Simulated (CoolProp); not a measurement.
Computed with CoolProp (reference Helmholtz-energy equation of state, Lemmon 2006). It is a short technical equation, of lower accuracy than the large ones.

Question: For n-decane, give the phase and the density (kg/m³), cv (kJ/(kg K)), speed of sound (m/s), viscosity (µPa s) at 112.55 °C and 0.166 MPa; 190.35 °C and 0.396 MPa; 15.35 °C and 5.99 MPa.

Answer: 
- 112.55 °C and 0.166 MPa: liquid; density 657, cv 2.13, speed of sound 913, viscosity 326
- 190.35 °C and 0.396 MPa: liquid; density 589, cv 2.43, speed of sound 653, viscosity 181
- 15.35 °C and 5.99 MPa: liquid; density 738, cv 1.74, speed of sound 1310, viscosity 1050

Viscosity comes from a separate model (Huber 2004).
